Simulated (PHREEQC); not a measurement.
Solution (59 °C): 0.087 mol/kgw MnSO4. Closed to the air; pH follows from the charge balance.

Computed with PHREEQC (ion-association model, wateq4f.dat).

Each row changes one thing in this solution. Precipitation was switched off in this run.

```json
[
 {"case": "as made", "pH": "5.97", "ionic strength (mol/kgw)": "0.159", "SO4-2 (mol/kgw)": "0.0397", "HSO4- (mol/kgw)": "3.85e-6"},
 {"case": "diluted 2-fold with water", "pH": "6.00", "ionic strength (mol/kgw)": "0.0875", "SO4-2 (mol/kgw)": "0.0219", "HSO4- (mol/kgw)": "2.31e-6"},
 {"case": "0.014 mol/kgw CsOH added", "pH": "9.50", "ionic strength (mol/kgw)": "0.169", "SO4-2 (mol/kgw)": "0.0454", "HSO4- (mol/kgw)": "1.28e-9"},
 {"case": "temperature from 59 to 20 °C", "pH": "6.45", "ionic strength (mol/kgw)": "0.199", "SO4-2 (mol/kgw)": "0.0497", "HSO4- (mol/kgw)": "6.29e-7"},
 {"case": "MnSO4 replaced by NH4HSO4 at the same molality", "pH": "1.60", "ionic strength (mol/kgw)": "0.134", "SO4-2 (mol/kgw)": "0.0236", "HSO4- (mol/kgw)": "0.0558"},
 {"case": "MnSO4 replaced by Fe2(SO4)3 at the same molality", "pH": "2.37", "ionic strength (mol/kgw)": "0.315", "SO4-2 (mol/kgw)": "0.0619", "HSO4- (mol/kgw)": "0.0198"},
 {"case": "MnSO4 from 0.087 to 0.0174 mol/kgw", "pH": "6.05", "ionic strength (mol/kgw)": "0.0403", "SO4-2 (mol/kgw)": "0.0101", "HSO4- (mol/kgw)": "1.14e-6"},
 {"case": "MnSO4 from 0.087 to 0.435 mol/kgw", "pH": "5.91", "ionic strength (mol/kgw)": "0.669", "SO4-2 (mol/kgw)": "0.167", "HSO4- (mol/kgw)": "1.20e-5"}
]
```

Species that the database lacks are ignored. Some of these states are supersaturated (in Hematite (slow to form), Goethite (slow to form), for instance). At this temperature some constants are extrapolated from 25 °C, and those without enthalpy data are left unchanged.
